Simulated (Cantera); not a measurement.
Feed: 1 mol CuO, 5.8 mol F₂, held at 1425 K and 26.0 mbar.

These are equilibrium values from Cantera (NASA tables, ideal gas, pure condensed phases), not measurements of a reactor. Candidate condensed phases: Cu, CuF₂, CuO, Cu₂O; 13 gas species. The numbers say what is thermodynamically allowed, not how fast it happens.

Base state: F 0.859, CuF₂ 0.0906, O₂ 0.0453, F₂ 0.00522 (mole fractions); condensed: gas only.

**Question.** What changes in the equilibrium state with this change: F₂ from 5.8 to 0.7 mol?

**Answer.** 
```csv
species,before,after
CuF,5.38e-6,0.375
O₂,0.0453,0.336
CuF₂,0.0906,0.289
F,0.859,3.92e-5
F₂,0.00522,<1e-9
Cu,<1e-9,1.83e-5
"Cu₂O(s), mol",0,0.0121
```
